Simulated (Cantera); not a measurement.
An isothermal, constant-pressure homogeneous reactor starts with 1.28 % CO, 0.314 % O2, 0.245 % H2O, 98.2 % N2, at 1075 K and 7500 Torr.

Computed with Cantera and GRI-Mech 3.0 (53 species, 325 reactions).

x: mole fraction; the columns are a selection and need not sum to one.

```tsv
t (s)	x CO	x O2	x H2O	x O	x CO2	x NO2
2.00e-6	0.0128	0.00314	0.00245	4.26e-12	4.33e-12	<1e-12
5.73e-6	0.0128	0.00314	0.00245	1.20e-11	1.26e-11	<1e-12
1.64e-5	0.0128	0.00314	0.00245	3.31e-11	3.77e-11	<1e-12
4.70e-5	0.0128	0.00314	0.00245	8.50e-11	1.22e-10	<1e-12
0.000135	0.0128	0.00314	0.00245	1.83e-10	4.45e-10	<1e-12
0.000385	0.0128	0.00314	0.00245	2.83e-10	1.85e-9	<1e-12
0.00110	0.0128	0.00314	0.00245	3.51e-10	8.91e-9	<1e-12
0.00316	0.0128	0.00314	0.00245	5.65e-10	5.87e-8	<1e-12
0.00906	0.0128	0.00314	0.00245	2.18e-9	7.05e-7	<1e-12
0.0259	0.0127	0.00312	0.00245	[?]	[?]	<1e-12
0.0743	0.0123	0.00292	0.00245	6.88e-8	[?]	8.79e-12
0.213	0.0111	0.00230	0.00244	6.66e-8	0.00169	9.34e-11
0.610	0.00842	0.000980	0.00243	4.49e-8	0.00437	4.26e-10
1.75	0.00642	1.39e-5	0.00235	1.32e-9	0.00638	1.10e-11
5.00	0.00622	1.42e-9	0.00218	1.04e-12	0.00658	<1e-12
```

Problem. Complete the blanks.

Solution. 
- 0.0259, x O: 4.15e-8
- 0.0259, x CO2: 3.34e-5
- 0.0743, x CO2: 0.000452
